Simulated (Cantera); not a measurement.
Input (Python, Cantera) and output of one run.

```python
import numpy as np
import cantera as ct

gas_names = """
    B BH BH2 BH3 BN BO BO2 B2 B2O B2O2 B2O3 B3O3H3 H HBO HBO2 HNO HNO2 HNO3 HO2 H2 H2O H2O2 H3B3O6 N NH
    NH2 NH3 NH2OH NO NO2 NO3 N2 N2H2 N2H4 N2O O OH O2 O3
""".split()
cond_names = """
    B(b) B(L) BN(s) B2O3(L) B3O3H3(cr) H2O(s) H2O(L)
""".split()


# ... load() reads the species with a 1 bar reference pressure and builds the phases ...
atoms = {
    'B2O3': {'B': 2, 'O': 3},
    'NH3': {'N': 1, 'H': 3},
    'H2': {'H': 2},
    'O2': {'O': 2},
}
top_T = {'BN(s)': 3200}  # K; cautious upper limits of use, not melting points


# ... equilibrate(T, P, feed) seeds the gas with the atoms and calls Mixture.equilibrate('TP', solver="vcs", rtol=1e-11, max_steps=5000) ...
results = []
feed = {'B2O3': 1, 'NH3': 0.24, 'H2': 0.16, 'O2': 3.3}  # mol
P = 10000  # Pa
for T in [1298, 1348, 1398, 1448, 1498, 1548, 1598]:
    mix = equilibrate(T, P, feed)
    results.append((T, P, feed, dict(zip(mix.species_names, mix.species_moles))))

top = {s: max(r[3][s] / sum(r[3][g] for g in gas_names) for r in results) for s in gas_names}
cols = sorted((s for s in top if top[s] > 1e-05), key=lambda s: -top[s])[:6]
seen = [c for c in cond_names if any(r[3].get(c, 0) > 1e-12 for r in results)]
print("log10 of partial pressures in bar; condensed amounts in mol")
print(f"{'T/K':>10s}" + "".join(f"{s[:9]:>10s}" for s in cols + seen))
for T, P, feed, n in results:
    ng = sum(n[g] for g in gas_names)
    print(f"{T:10.4g}" + "".join(f"{np.log10(max(n[s] / ng * P / 1e5, 1e-99)):10.3f}" for s in cols)
          + "".join(f"{n.get(c, 0):10.4g}" for c in seen))
```

Result:

```
log10 of partial pressures in bar; condensed amounts in mol
       T/K        O2       H2O      HBO2        N2      B2O3        NO   B2O3(L)
      1298    -1.084    -1.857    -3.451    -2.488    -6.754    -4.804    0.9927
      1348    -1.084    -1.862    -3.201    -2.489    -6.175    -4.668    0.9877
      1398    -1.085    -1.870    -2.973    -2.491    -5.640    -4.542    0.9797
      1448    -1.087    -1.882    -2.764    -2.493    -5.143    -4.426    0.9673
      1498    -1.089    -1.900    -2.573    -2.496    -4.681    -4.318    0.9489
      1548    -1.092    -1.927    -2.400    -2.500    -4.251    -4.219    0.9226
      1598    -1.097    -1.965    -2.246    -2.505    -3.849    -4.127    0.8861
```

These are equilibrium values from Cantera (NASA tables, ideal gas, pure condensed phases), not measurements of a reactor. Gases not in the tables: H3BO3.
